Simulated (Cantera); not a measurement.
Input: 1 mol SO₂, 0.34 mol O₂, 6.4 mol H₂, at 2275 K and 61000 Pa.

Equilibrium computed with Cantera from the NASA thermochemical tables; the gas is ideal and each condensed phase is pure. Candidate condensed phases: H₂O, H₂SO₄, S; 19 gas species. Equilibrium is a limit: real reactors are often held back by kinetics, nucleation or transport.

Base state: H₂ 0.533, H₂O 0.351, S₂ 0.0374, H₂S 0.0246, SH 0.0173, SO 0.0121, SO₂ 0.0108, H 0.00794 (mole fractions); condensed: gas only.

Problem. What changes in the equilibrium state with this change: temperature from 2275 K to 1625 K?

Solution. 
```csv
species,before,after
H₂,0.533,0.461
H₂O,0.351,0.407
H₂S,0.0246,0.108
SO,0.0121,0.000211
SO₂,0.0108,0.000730
SH,0.0173,0.00250
S₂,0.0374,0.0207
OH,0.000814,2.28e-6
S,0.00384,2.86e-5
H,0.00794,6.13e-5
```
